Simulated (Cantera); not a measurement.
## Stirred combustor or abatement burner

A perfectly stirred reactor is fed with H2 : O2 : N2 : H2O = 1 : 1.14 : 4.27 : 0.13 (molar parts), at 0.987 atm; it is adiabatic with a 450 K inlet, and is followed from long to short residence time, starting on the burning branch (τ in s: 0.085, 0.045, 0.023, 0.012, 0.0064, 0.0034, 0.0018, 0.00093, 0.00049, 0.00026, 0.00013, 7e-05, 3.7e-05).

Detailed kinetics in Cantera: the H2/O2 subset of GRI-Mech 3.0, which has no nitrogen chemistry.

```
τ (s)    T (K)      x H2   x O2     x OH   x H2O2    x HO2       x H       x O
-------  -----  --------  -----  -------  -------  -------  --------  --------
0.085     1611  0.000153  0.106  0.00101  1.98e-7  3.02e-6   1.42e-5  0.000117
0.045     1609  0.000234  0.106  0.00124  2.63e-7  4.44e-6   2.69e-5  0.000179
0.023     1606  0.000365  0.106  0.00154  3.52e-7  6.62e-6   5.27e-5  0.000281
0.012     1602  0.000561  0.105  0.00190  4.63e-7  9.63e-6  0.000101  0.000433
0.0064    1596  0.000847  0.105  0.00230  6.02e-7  1.36e-5  0.000189  0.000656
0.0034    1587   0.00128  0.105  0.00277  7.85e-7  1.89e-5  0.000351  0.000987
0.0018    1574   0.00193  0.105  0.00330  1.03e-6  2.55e-5  0.000648   0.00147
0.00093   1555   0.00293  0.105  0.00388  1.39e-6  3.38e-5   0.00120   0.00217
0.00049   1528   0.00439  0.105  0.00442  1.90e-6  4.30e-5   0.00213   0.00308
0.00026   1489   0.00658  0.106  0.00482  2.69e-6  5.33e-5   0.00362   0.00416
0.00013   1430    0.0106  0.107  0.00497  4.16e-6  6.65e-5   0.00607   0.00531
7.0e-5    1352    0.0176  0.111  0.00464  6.49e-6  8.20e-5   0.00882   0.00575
3.7e-5     450     0.153  0.174   <1e-12   <1e-12   <1e-12    <1e-12    <1e-12
```
x: mole fraction; the columns are a selection and need not sum to one.
